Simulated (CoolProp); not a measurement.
A single-stage vapour-compression cycle with neopentane: evaporating at 329.15 K (dew point), condensing at 380.15 K (bubble point), superheat 10 K, subcooling 0 K, compressor efficiency 0.9, no pressure losses. Each further row changes one setting.

Computed with CoolProp (reference Helmholtz-energy equation of state, Lemmon 2006). It is a short technical equation, of lower accuracy than the large ones.

```json
[
 {"case": "as stated", "cooling COP": "3.78", "pressure ratio": "3.08", "discharge temperature (K)": "380.2", "refrigerating effect (kJ/kg)": "157", "volumetric capacity (kJ/m³)": "1870"},
 {"case": "evaporating temperature 334.15 K", "cooling COP": "4.46", "pressure ratio": "2.71", "discharge temperature (K)": "380.2", "refrigerating effect (kJ/kg)": "___", "volumetric capacity (kJ/m³)": "___"},
 {"case": "condensing temperature 375.15 K", "cooling COP": "___", "pressure ratio": "___", "discharge temperature (K)": "375.1", "refrigerating effect (kJ/kg)": "171", "volumetric capacity (kJ/m³)": "2040"},
 {"case": "subcooling 5 K", "cooling COP": "4.14", "pressure ratio": "3.08", "discharge temperature (K)": "380.2", "refrigerating effect (kJ/kg)": "___", "volumetric capacity (kJ/m³)": "2050"},
 {"case": "superheat 20 K", "cooling COP": "4.04", "pressure ratio": "3.08", "discharge temperature (K)": "___", "refrigerating effect (kJ/kg)": "177", "volumetric capacity (kJ/m³)": "2030"},
 {"case": "compressor efficiency 0.8", "cooling COP": "___", "pressure ratio": "3.08", "discharge temperature (K)": "380.2", "refrigerating effect (kJ/kg)": "157", "volumetric capacity (kJ/m³)": "1870"}
]
```

**Question.** Fill in the missing entries.

**Answer.** 
- evaporating temperature 334.15 K, refrigerating effect (kJ/kg): 165
- evaporating temperature 334.15 K, volumetric capacity (kJ/m³): 2220
- condensing temperature 375.15 K, cooling COP: 4.48
- condensing temperature 375.15 K, pressure ratio: 2.79
- subcooling 5 K, refrigerating effect (kJ/kg): 172
- superheat 20 K, discharge temperature (K): 383.4
- compressor efficiency 0.8, cooling COP: 3.36

The compression ends wet for: as stated; evaporating temperature 334.15 K; condensing temperature 375.15 K; subcooling 5 K; compressor efficiency 0.8.
